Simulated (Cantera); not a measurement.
SiCl4 + H2 (chlorosilane synthesis and conversion)

Charge: 1 mol SiCl4, 0.5 mol H2, at 1073.15 K and 290000 Pa.

Method: chemical equilibrium by Gibbs-energy minimisation in Cantera with the NASA 1993 tables (ideal gas, pure condensed phases). Candidate condensed phases: Si; 19 gas species. The tables' values for SiCl3 are old estimates; treat these amounts as uncertain. The numbers say what is thermodynamically allowed, not how fast it happens.

The x(SiCl4) is 0.618. The x(H2) is 0.286. The x(HCl) comes out as 0.0481 and the x(SiHCl3) is 0.0451. The x(SiCl3) comes out as 0.00207 and the x(SiH2Cl2) comes out as 0.000383. The x(SiCl2) is 0.000110 and the gas amount comes out as 1.502 mol. The log10 activity of Si(s) (absent) is -2.15.
